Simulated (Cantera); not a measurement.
Thermodynamics of chlorosilane synthesis and conversion, feed Si + Cl2 + H2

Input: 1 mol Si, 0.55 mol Cl2, 4.2 mol H2, equilibrated at 500 K and 1.00 bar.

Cantera equilibrium calculation (NASA polynomials, part measured and part estimated; ideal gas, pure solids and liquids). Candidate condensed phases: Si; 19 gas species. Kinetics and transport are ignored.

x(H2): 0.929
x(SiCl4): 0.0365
x(SiHCl3): 0.0333
x(SiH2Cl2): 0.00104
x(SiH3Cl): 5.58e-6
x(HCl): 1.62e-6
n(Si(s)): 0.686 mol
gas amount: 4.436 mol
